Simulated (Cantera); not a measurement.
What does this Cantera script print?

```python
import numpy as np
import cantera as ct

gas_names = """
    CL CLO CL2 H HCL HOCL HO2 H2 H2O H2O2 Mg MgCL MgCL2 MgH MgO MgOH MgO2H2 Mg2 O OH O2 O3
""".split()
cond_names = """
    H2O(s) H2O(L) Mg(cr) Mg(L) MgCL2(s) MgCL2(L) MgO(s) MgO(L) MgO2H2(s)
""".split()


# ... load() reads the species with a 1 bar reference pressure and builds the phases ...
atoms = {
    'MgO': {'Mg': 1, 'O': 1},
    'HCl': {'H': 1, 'CL': 1},
    'O2': {'O': 2},
}
top_T = {}  # K; cautious upper limits of use, not melting points


# ... equilibrate(T, P, feed) seeds the gas with the atoms and calls Mixture.equilibrate('TP', solver="vcs", rtol=1e-11, max_steps=5000) ...
results = []
feed = {'MgO': 1, 'HCl': 1.5, 'O2': 14}  # mol
P = 1.5  # Pa
for T in [973, 1073, 1173, 1273, 1373, 1473, 1573, 1673, 1773, 1873]:
    mix = equilibrate(T, P, feed)
    results.append((T, P, feed, dict(zip(mix.species_names, mix.species_moles))))

top = {s: max(r[3][s] / sum(r[3][g] for g in gas_names) for r in results) for s in gas_names}
cols = sorted((s for s in top if top[s] > 0.0001), key=lambda s: -top[s])[:9]
seen = [c for c in cond_names if any(r[3].get(c, 0) > 1e-12 for r in results)]
print("log10 of partial pressures in bar; condensed amounts in mol")
print(f"{'T/K':>10s}" + "".join(f"{s[:9]:>10s}" for s in cols + seen))
for T, P, feed, n in results:
    ng = sum(n[g] for g in gas_names)
    print(f"{T:10.4g}" + "".join(f"{np.log10(max(n[s] / ng * P / 1e5, 1e-99)):10.3f}" for s in cols)
          + "".join(f"{n.get(c, 0):10.4g}" for c in seen))
```

Result:

```
log10 of partial pressures in bar; condensed amounts in mol
       T/K        O2       HCL        CL         O       H2O        OH         H        Mg       CL2    MgO(s)
       973    -4.869    -5.879    -7.290   -12.604    -7.180   -11.313   -16.548   -26.218    -7.398    0.9997
      1073    -4.870    -5.892    -6.877   -11.340    -7.082   -10.451   -14.765   -22.510    -7.817    0.9987
      1173    -4.872    -5.925    -6.613   -10.291    -6.889    -9.680   -13.228   -19.439    -8.325    0.9973
      1273    -4.874    -5.978    -6.422    -9.405    -6.711    -9.022   -11.921   -16.855    -8.817    0.9955
      1373    -4.876    -6.047    -6.277    -8.648    -6.570    -8.466   -10.808   -14.652    -9.276    0.9938
      1473    -4.879    -6.132    -6.167    -7.994    -6.465    -7.993    -9.852   -12.751    -9.706    0.9924
      1573    -4.882    -6.229    -6.085    -7.422    -6.392    -7.591    -9.025   -11.094   -10.110    0.9915
      1673    -4.888    -6.337    -6.025    -6.920    -6.349    -7.247    -8.307    -9.638   -10.492    0.9909
      1773    -4.897    -6.458    -5.983    -6.476    -6.340    -6.958    -7.681    -8.345   -10.853    0.9861
      1873    -4.918    -6.602    -5.959    -6.086    -6.381    -6.728    -7.144    -7.187   -11.204    0.9174
```

These are equilibrium values from Cantera (NASA tables, ideal gas, pure condensed phases), not measurements of a reactor.
